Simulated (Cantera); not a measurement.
A freely propagating, adiabatic, planar premixed flame of H₂ : O₂ : N₂ = 1 : 0.505 : 1.9 (molar parts), equivalence ratio 0.99, unburnt at 700 K and 0.132 atm; mixture-averaged transport, grid criteria slope 0.08 and curve 0.16, no radiation.

Detailed kinetics in Cantera: the H2/O2 subset of GRI-Mech 3.0, which has no nitrogen chemistry. Burning velocities carry a grid error of a few per cent, more on coarse grids.

**Question.** What does this change do: H2 1 to 0.78 parts?

**Answer.** 
```
quantity                    before     after
------------------------  --------  --------
laminar burning velocity  828 cm/s  753 cm/s
thermal thickness          7.29 mm   7.44 mm
peak x(H₂O₂)               8.85e-7   1.05e-6
peak x(O)                   0.0179    0.0198
peak x(OH)                  0.0211    0.0191
peak x(HO₂)                3.45e-5   3.61e-5
```

**Question.** What does this change do: N2 1.9 to 2.4 parts?

**Answer.** 
| quantity | before | after |
|---|---|---|
| laminar burning velocity | 828 cm/s | 708 cm/s |
| thermal thickness | 7.29 mm | 8.17 mm |
| peak x(H₂O₂) | 8.85e-7 | 7.23e-7 |
| peak x(O) | 0.0179 | 0.0142 |
| peak x(OH) | 0.0211 | 0.0152 |
| peak x(HO₂) | 3.45e-5 | 3.00e-5 |
